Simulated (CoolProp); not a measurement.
Values from CoolProp's reference Helmholtz-energy equation of state, Zhou 2011.

Q: Give the vapour pressure (kPa), liquid density (kg/m³), enthalpy of vaporisation (kJ/kg), liquid cp (kJ/(kg K)) of saturated dimethyl carbonate at 438, 450, 473.9 K.

A: 
| T (K) | p (kPa) | liquid density (kg/m³) | enthalpy of vaporisation (kJ/kg) | liquid cp (kJ/(kg K)) |
|---|---|---|---|---|
| 438 | 688 | 858 | 317 | 2.19 |
| 450 | 876 | 837 | 305 | 2.23 |
| 473.9 | 1360 | 792 | 280 | 2.35 |
